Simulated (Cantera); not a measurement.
Feed: 1 mol SiH2Cl2, 2.6 mol HCl, 27 mol N2, equilibrated at 1548 K and 19.0 mbar.

Equilibrium computed with Cantera from the NASA thermochemical tables; the gas is ideal and each condensed phase is pure. Candidate condensed phases: NH4Cl, Si, Si3N4; 28 gas species. The tables' values for SiCl3 are old estimates; treat these amounts as uncertain. Equilibrium is a limit: real reactors are often held back by kinetics, nucleation or transport.

Base state: N2 0.856, HCl 0.0816, H2 0.0322, SiCl2 0.0258, SiCl3 0.00298, SiCl4 0.000965, Cl 8.10e-5, SiHCl3 4.66e-5 (mole fractions); condensed: Si3N4(s).

Q: What changes in the equilibrium state with this change: N2 from 27 to 12 mol?

A: 
```json
[
 {"species": "N2", "before": "0.856", "after": "0.727"},
 {"species": "HCl", "before": "0.0816", "after": "0.149"},
 {"species": "H2", "before": "0.0322", "after": "0.0649"},
 {"species": "SiCl2", "before": "0.0258", "after": "0.0479"},
 {"species": "SiHCl3", "before": "4.66e-5", "after": "0.000159"},
 {"species": "SiCl4", "before": "0.000965", "after": "0.00300"},
 {"species": "SiCl3", "before": "0.00298", "after": "0.00716"},
 {"species": "Si3N4(s), mol", "before": "0.0210", "after": "0.0135"}
]
```

Q: What changes in the equilibrium state with this change: SiH2Cl2 replaced by SiH4?

A: 
| species | before | after |
|---|---|---|
| N2 | 0.856 | 0.852 |
| H2 | 0.0322 | 0.0728 |
| HCl | 0.0816 | 0.0665 |
| SiCl2 | 0.0258 | 0.00762 |
| SiCl4 | 0.000965 | 8.40e-5 |
| SiCl3 | 0.00298 | 0.000478 |
| Si3N4(s), mol | 0.0210 | 0.248 |

Q: What changes in the equilibrium state with this change: HCl from 2.6 to 0.78 mol?

A: 
```tsv
species	before	after
N2	0.856	0.907
HCl	0.0816	0.0536
H2	0.0322	0.0203
SiCl2	0.0258	0.0170
SiHCl3	4.66e-5	2.02e-5
SiCl4	0.000965	0.000436
Si3N4(s), mol	0.0210	0.146
```
